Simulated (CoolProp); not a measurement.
Values from CoolProp's reference Helmholtz-energy equation of state, Gao 2020.

Give the vapour pressure (MPa), liquid cp (kJ/(kg K)), liquid viscosity (µPa s) of saturated ammonia at 309.2, 386.4 K.


```
T (K)  p (MPa)  liquid cp (kJ/(kg K))  liquid viscosity (µPa s)
-----  -------  ---------------------  ------------------------
309.2     1.39                   4.89                       119
386.4     8.05                   9.17                      53.6
```

Viscosity comes from a separate model (Fenghour 1995).
